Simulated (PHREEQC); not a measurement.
Dissolve 0.98 mol H2SO4, 0.01 mol K2SO4 and 4.4e-05 mol H4SiO4 per kg of water at 25 °C. Closed to the air; pH follows from the charge balance.

Model: Pitzer model, pitzer.dat, run in PHREEQC.

No solid was allowed to form.

### Question
What pH, activity of water does the model give?

### Answer
pH -0.08; activity of water 0.962.

### Question
In which forms is S present?

### Answer
HSO4- 77 %, SO4-2 23 % of the S.

Complexes and solids missing from the database can't appear. In brines, pH and single-ion activities rest on the MacInnes convention.
